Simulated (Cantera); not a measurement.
Input (Python, Cantera) and output of one run.

```python
import numpy as np
import cantera as ct

gas_names = [...]  # 151 gases of nasa_gas.yaml made of C, H, N, O, Si
cond_names = """
    C(gr) C6H6(L) C7H8(L) C8H18(L),n-octa H2O(s) H2O(L) Si(cr) Si(L) SiC(b) SiO2(Lqz) SiO2(hqz) SiO2(L)
    Si2N2O(s) Si3N4(a)
""".split()


# ... load() reads the species with a 1 bar reference pressure and builds the phases ...
atoms = {
    'TEOS': {'Si': 1, 'C': 8, 'H': 20, 'O': 4},
    'CO2': {'C': 1, 'O': 2},
    'N2': {'N': 2},
}
top_T = {'C(gr)': 4500, 'SiC(b)': 3050, 'Si2N2O(s)': 2100, 'Si3N4(a)': 2400}  # K; cautious upper limits of use, not melting points


# ... equilibrate(T, P, feed) seeds the gas with the atoms and calls Mixture.equilibrate('TP', solver="vcs", rtol=1e-11, max_steps=5000) ...
results = []
feed = {'TEOS': 1, 'CO2': 0.24, 'N2': 38}  # mol
T = 1975  # K
P = 1000  # Pa
mix = equilibrate(T, P, feed)
results.append((T, P, feed, dict(zip(mix.species_names, mix.species_moles))))
print(gas.report(threshold=1e-06))
for i in range(1, mix.n_phases):
    print(f"{mix.phase(i).name:16s} {mix.phase_moles(i):12.5e} mol")
```

Result:

```
       temperature   1975 K
          pressure   1000 Pa
           density   0.0014049 kg/m^3
  mean mol. weight   23.07 kg/kmol
   phase of matter   gas

                          1 kg             1 kmol
                     ---------------   ---------------
          enthalpy        2.0554e+06        4.7416e+07  J
   internal energy        1.3436e+06        3.0995e+07  J
           entropy             12363        2.8522e+05  J/K
    Gibbs function       -2.2362e+07        -5.159e+08  J
 heat capacity c_p            1546.4             35674  J/K
 heat capacity c_v              1186             27360  J/K

                      mass frac. Y      mole frac. X     chem. pot. / RT
                     ---------------   ---------------   ---------------
                CN        3.8808e-06        3.4411e-06           -18.655
                CO           0.10242          0.084359           -41.469
    C2H2,acetylene         0.0001351         0.0001197           -31.214
              C2N2        2.3285e-06        1.0323e-06            -37.31
                 H        0.00025669         0.0058747           -12.868
               HCN         0.0056931         0.0048597           -31.523
               HNC          0.000309        0.00026377           -31.523
                H2          0.016108           0.18433           -25.737
                N2           0.87341           0.71926           -31.833
                Si        0.00019649         0.0001614           -8.8112
              SiC2        1.3409e-05        5.9369e-06           -14.288
               SiH        6.2906e-06        4.9882e-06            -21.68
               SiN        6.9071e-06        3.7856e-06           -24.728
               SiO         0.0014157        0.00074084           -47.542
              Si2C        1.1748e-05        3.9752e-06           -20.361
     [ +136 minor]         2.448e-06        1.6006e-06

C(gr)             2.56429e+00 mol
Si(L)             0.00000e+00 mol
SiC(b)            9.51230e-01 mol
SiO2(L)           0.00000e+00 mol
Si2N2O(s)         0.00000e+00 mol
Si3N4(a)          0.00000e+00 mol
```

Method: chemical equilibrium by Gibbs-energy minimisation in Cantera with the NASA 1993 tables (ideal gas, pure condensed phases). The feed counts by its element totals alone.
